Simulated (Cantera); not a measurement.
An adiabatic, constant-volume homogeneous reactor starts with 4.38 % CH₄, 0.149 % CO, 20.1 % O₂, 75.4 % N₂, equivalence ratio 0.44, at 1675 K and 1.20 bar.

Cantera simulation using GRI-Mech 3.0 (53 species, 325 reactions); the numbers are that mechanism's predictions, not measurements.

x: mole fraction; the columns are a selection and need not sum to one.

| t (s) | T (K) | P (bar) | x CH₄ | x CO | x O₂ | x CH₃ | x OH | x CH₂CO | x NO |
|---|---|---|---|---|---|---|---|---|---|
| 1.00e-6 | 1675 | 1.20 | 0.0438 | 0.00149 | 0.201 | 8.85e-7 | 1.04e-7 | <1e-12 | <1e-12 |
| 2.36e-6 | 1675 | 1.20 | 0.0438 | 0.00149 | 0.201 | … | … | <1e-12 | <1e-12 |
| 5.58e-6 | 1675 | 1.20 | 0.0438 | 0.00149 | 0.201 | 7.06e-6 | 2.45e-7 | 3.07e-12 | <1e-12 |
| 1.32e-5 | 1675 | 1.20 | 0.0438 | 0.00149 | 0.201 | 1.92e-5 | 3.98e-7 | 2.01e-11 | <1e-12 |
| 3.12e-5 | 1675 | 1.20 | 0.0438 | 0.00149 | 0.201 | … | … | 1.70e-10 | 1.35e-12 |
| 7.37e-5 | 1675 | 1.20 | 0.0434 | 0.00150 | 0.201 | 0.000227 | 3.66e-6 | 9.88e-9 | 8.42e-12 |
| 0.000174 | 1750 | 1.26 | 0.0324 | 0.00551 | 0.191 | 0.00207 | 0.000210 | 5.77e-5 | 1.28e-9 |
| 0.000411 | 2630 | 1.91 | <1e-12 | 0.00633 | 0.108 | <1e-12 | 0.0138 | <1e-12 | 0.00111 |
| 0.000972 | 2629 | 1.90 | <1e-12 | 0.00610 | 0.107 | <1e-12 | 0.0135 | <1e-12 | 0.00393 |
| 0.00230 | 2620 | 1.90 | <1e-12 | 0.00595 | 0.105 | <1e-12 | 0.0131 | <1e-12 | 0.00903 |
| 0.00543 | 2610 | 1.89 | <1e-12 | 0.00578 | 0.102 | <1e-12 | 0.0127 | <1e-12 | 0.0151 |
| 0.0128 | 2605 | 1.88 | <1e-12 | 0.00569 | 0.100 | <1e-12 | 0.0125 | <1e-12 | 0.0181 |
| 0.0303 | 2604 | 1.88 | <1e-12 | 0.00568 | 0.100 | <1e-12 | 0.0124 | <1e-12 | 0.0184 |
| 0.0716 | 2604 | 1.88 | <1e-12 | 0.00568 | 0.100 | <1e-12 | 0.0124 | <1e-12 | 0.0184 |
| 0.169 | 2604 | 1.88 | <1e-12 | 0.00568 | 0.100 | <1e-12 | 0.0124 | <1e-12 | 0.0184 |
| 0.400 | 2604 | 1.88 | <1e-12 | 0.00568 | 0.100 | <1e-12 | 0.0124 | <1e-12 | 0.0184 |

### Question
What belongs in the gaps?

### Answer

- 2.36e-6, x CH₃: 2.58e-6
- 2.36e-6, x OH: 1.82e-7
- 3.12e-5, x CH₃: 5.75e-5
- 3.12e-5, x OH: 9.10e-7
